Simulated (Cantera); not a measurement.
An isothermal plug-flow reactor at 1048 K and 1.01 bar (inlet), inlet velocity 0.67 m/s, active area per volume 350 1/m; feed CH4 : O2 : N2 = 0.006 : 0.15 : 0.79 (molar parts), equivalence ratio 0.080.

Detailed kinetics in Cantera: Deutschmann's 1995 Pt surface mechanism with GRI-Mech 3.0 gas chemistry. Catalytic surfaces can have several steady states; this one follows from the mechanism file's or the stated starting coverage. Mass transfer to the wall is taken as infinitely fast.

### Question
Predict: x(CH4) at z = 0.0031 m; x(O2) at z = 0.0031 m; x(H2O) at z = 0.0031 m; x(CO2) at z = 0.0031 m; x(CO) at z = 0.0031 m; θ(free Pt) at the exit; θ(O*) at the exit.

### Answer
| Item | Result |
|---|---|
| x(CH4) at z = 0.0031 m | 0.00544 |
| x(O2) at z = 0.0031 m | 0.157 |
| x(H2O) at z = 0.0031 m | 0.00181 |
| x(CO2) at z = 0.0031 m | 0.000899 |
| x(CO) at z = 0.0031 m | 3.30e-6 |
| θ(free Pt) at the exit | 0.224 |
| θ(O*) at the exit | 0.775 |
